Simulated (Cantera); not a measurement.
Feed: 1 mol SiO2, a varied amount of H2, 2.8 mol N2, at 1100 °C and 36.0 mbar.

Cantera equilibrium calculation (NASA polynomials, part measured and part estimated; ideal gas, pure solids and liquids). Candidate condensed phases: H2O, Si, SiO2, Si2N2O, Si3N4; 35 gas species. N2 is the only nitrogen source here; it is nearly inert below about 1500 K, so the nitride shown seldom forms there in practice. Mutual solubility and eutectic melting of coexisting phases are not modelled. The tables hold silica as quartz up to 1696 K and as liquid above; real silica turns to tridymite and cristobalite and melts near 1996 K. Rates play no part.

Problem. Which condensed phases are stable at each of these points (n(H2) (mol)): 39, 52, 71, 96, 130, 180, 240, 320, 440, 600, 810, 1100?

Solution. 
| n(H2) (mol) | condensed phases | Si condensed (%) |
|---|---|---|
| 39 | SiO2(β-quartz) + Si2N2O(s) | 100.0 |
| 52 | SiO2(β-quartz) + Si2N2O(s) | 99.9 |
| 71 | SiO2(β-quartz) + Si2N2O(s) | 99.9 |
| 96 | SiO2(β-quartz) + Si2N2O(s) | 99.9 |
| 130 | SiO2(β-quartz) + Si2N2O(s) | 99.8 |
| 180 | SiO2(β-quartz) + Si2N2O(s) | 99.7 |
| 240 | SiO2(β-quartz) + Si2N2O(s) | 99.5 |
| 320 | SiO2(β-quartz) + Si2N2O(s) | 99.3 |
| 440 | SiO2(β-quartz) + Si2N2O(s) | 98.9 |
| 600 | SiO2(β-quartz) + Si2N2O(s) | 98.4 |
| 810 | SiO2(β-quartz) | 97.6 |
| 1100 | SiO2(β-quartz) | 96.8 |

From 39 mol H2 to 600 mol H2 the condensed part is SiO2(β-quartz) + Si2N2O(s). From 810 mol H2 to 1100 mol H2 the condensed part is SiO2(β-quartz).
